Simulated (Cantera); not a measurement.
Adiabatic ignition

An adiabatic, constant-volume homogeneous reactor starts with 35.2 % H2, 13.6 % O2, 51.1 % N2, 0.162 % CO2, equivalence ratio 1.3, at 1200 K and 5.00 bar.

Detailed kinetics in Cantera: GRI-Mech 3.0 (53 species, 325 reactions). The hydrogen kinetics of GRI-Mech 3.0 are dated; newer H2 mechanisms differ, most at raised pressure. Above 3000 K some thermodynamic fits are extrapolated.

| t (s) | T (K) | P (bar) | x H2 | x O2 | x NO | x O | x H | x N2O | x H2O2 |
|---|---|---|---|---|---|---|---|---|---|
| 1.00e-5 | 1200 | 5.00 | 0.352 | 0.136 | <1e-12 | 2.08e-6 | 1.86e-5 | 1.83e-11 | 7.41e-7 |
| 2.06e-5 | 3104 | 11.5 | 0.0995 | 0.00327 | 0.000455 | 0.00297 | 0.0223 | 6.59e-7 | 1.09e-6 |
| 4.23e-5 | 3116 | 11.5 | 0.100 | 0.00281 | 0.00247 | 0.00260 | 0.0209 | 7.20e-7 | 1.01e-6 |
| 8.71e-5 | 3109 | 11.5 | 0.102 | 0.00261 | 0.00445 | 0.00246 | 0.0206 | 8.00e-7 | 9.64e-7 |
| 0.000179 | 3106 | 11.5 | 0.102 | 0.00255 | 0.00506 | 0.00241 | 0.0205 | 8.36e-7 | 9.49e-7 |
| 0.000368 | 3106 | 11.5 | 0.102 | 0.00255 | 0.00509 | 0.00241 | 0.0205 | 8.38e-7 | 9.48e-7 |
| 0.000758 | 3106 | 11.5 | 0.102 | 0.00255 | 0.00509 | 0.00241 | 0.0205 | 8.38e-7 | 9.48e-7 |
| 0.00156 | 3106 | 11.5 | 0.102 | 0.00255 | 0.00509 | 0.00241 | 0.0205 | 8.38e-7 | 9.48e-7 |
| 0.00321 | 3106 | 11.5 | 0.102 | 0.00255 | 0.00509 | 0.00241 | 0.0205 | 8.38e-7 | 9.48e-7 |
| 0.00660 | 3106 | 11.5 | 0.102 | 0.00255 | 0.00509 | 0.00241 | 0.0205 | 8.38e-7 | 9.48e-7 |
| 0.0136 | 3106 | 11.5 | 0.102 | 0.00255 | 0.00509 | 0.00241 | 0.0205 | 8.38e-7 | 9.48e-7 |
| 0.0279 | 3106 | 11.5 | 0.102 | 0.00255 | 0.00509 | 0.00241 | 0.0205 | 8.38e-7 | 9.48e-7 |
| 0.0574 | 3106 | 11.5 | 0.102 | 0.00255 | 0.00509 | 0.00241 | 0.0205 | 8.38e-7 | 9.48e-7 |
| 0.118 | 3106 | 11.5 | 0.102 | 0.00255 | 0.00509 | 0.00241 | 0.0205 | 8.38e-7 | 9.48e-7 |
| 0.243 | 3106 | 11.5 | 0.102 | 0.00255 | 0.00509 | 0.00241 | 0.0205 | 8.38e-7 | 9.48e-7 |
| 0.500 | 3106 | 11.5 | 0.102 | 0.00255 | 0.00509 | 0.00241 | 0.0205 | 8.38e-7 | 9.48e-7 |
x: mole fraction; the columns are a selection and need not sum to one.

```yaml
time_of_steepest_temperature_rise: 16.3 µs
temperature at 0.500 s: 3106 K
equilibrium_temperature: 3106 K
x(H2) at 0.500 s: 0.102 (gas-phase equilibrium 0.102)
x(O2) at 0.500 s: 0.00255 (gas-phase equilibrium 0.00255)
x(NO) at 0.500 s: 0.00509 (gas-phase equilibrium 0.00509)
```
